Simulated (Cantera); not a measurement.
Gas mixture: N2O : H2O = 0.23 : 0.82 (molar parts), at 5400 Pa, frozen composition.

Cantera's kinetic-theory transport with the Lennard-Jones parameters of GRI-Mech 3.0, ideal gas; thermal conductivity in the mixture-averaged form. Polar gases are described roughly by these parameters. The composition is frozen, though it would react at the higher temperatures.

One state of this run: ρ (kg/m³) = 0.0134; cp (J/kg/K) = 1947; μ (µPa s) = 43.0; λ (mW/m/K) = 122; Pr = 0.684; D (cm²/s) H = 263; D (cm²/s) CH3 = 47.1; D (cm²/s) NH3 = 49.1. D: mixture-averaged diffusion coefficient of that species in the mixture.

Question: Which value of T (K) does it belong to?
A) 1450
B) 1150
C) 700
D) 550

Answer: B, 1150
